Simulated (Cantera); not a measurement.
Feed: 1 mol Ta2O5, 3.6 mol C, 0.23 mol CO, at 13000 Pa.

Method: chemical equilibrium by Gibbs-energy minimisation in Cantera with the NASA 1993 tables (ideal gas, pure condensed phases). Candidate condensed phases: C, Ta, TaC, Ta2O5; 15 gas species. Mutual solubility and eutectic melting of coexisting phases are not modelled. TaC: taken at fixed stoichiometry. Condensed phases not in the tables: Ta2C. The numbers say what is thermodynamically allowed, not how fast it happens. All values below are at 1527 °C.

Base state: CO 0.999, CO2 0.00114 (mole fractions); condensed: TaC(s) + Ta2O5(s).

Problem. What changes in the equilibrium state with this change: Ta2O5 replaced by MgO?

Solution. 
| species | before | after |
|---|---|---|
| CO | 0.999 | 0.846 |
| Mg | 0 | 0.154 |
| CO2 | 0.00114 | 6.95e-6 |
| TaC(s), mol | 1.03 | 0 |
| Ta2O5(s), mol | 0.485 | 0 |
| C(graphite), mol | 0 | 3.55 |
| MgO(s), mol | 0 | 0.949 |
Further candidate phases: Mg, MgCO3, MgO.

Problem. What changes in the equilibrium state with this change: pressure from 13000 Pa to 101000 Pa?

Solution. 
| species | before | after |
|---|---|---|
| CO | 0.999 | 0.998 |
| CO2 | 0.00114 | 0.00204 |
| TaC(s), mol | 1.03 | 1.03 |
| Ta2O5(s), mol | 0.485 | 0.485 |
